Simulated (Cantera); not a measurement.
## Low-pressure radical oxidation in H2/O2

An isothermal, constant-pressure homogeneous reactor starts with 0.646 % H₂, 99.4 % O₂, equivalence ratio 0.0032, at 1050 K and 0.00690 bar.

Cantera simulation using the H2/O2 subset of GRI-Mech 3.0, which has no nitrogen chemistry; the numbers are that mechanism's predictions, not measurements. Radical loss at walls, strong at low pressure, is not modelled.

```csv
t (s),x H₂,x O₂,x H₂O₂,x HO₂,x H,x OH
5.00e-6,0.00646,0.994,<1e-12,<1e-12,<1e-12,<1e-12
3.52e-5,0.00646,0.994,<1e-12,4.17e-12,3.79e-12,<1e-12
0.000247,0.00646,0.994,<1e-12,2.94e-11,1.67e-11,1.29e-11
0.00174,0.00646,0.994,<1e-12,2.07e-10,5.18e-11,2.06e-10
0.0122,0.00646,0.994,<1e-12,1.72e-9,4.81e-9,2.82e-8
0.0862,2.71e-5,0.988,7.74e-9,6.60e-7,0.000267,0.000319
0.606,7.69e-6,0.991,6.36e-9,4.06e-7,6.12e-5,0.000185
4.26,5.55e-7,0.993,4.38e-9,9.97e-8,1.24e-6,5.06e-5
30.0,1.84e-8,0.994,8.75e-10,9.06e-9,7.98e-9,9.45e-6
```
x: mole fraction; the columns are a selection and need not sum to one.

Equilibrium at this temperature and pressure: H₂ 2.85e-11, O₂ 0.994, H₂O₂ 2.78e-12, HO₂ 4.69e-10, H <1e-12, OH 3.81e-7 (gas phase only).
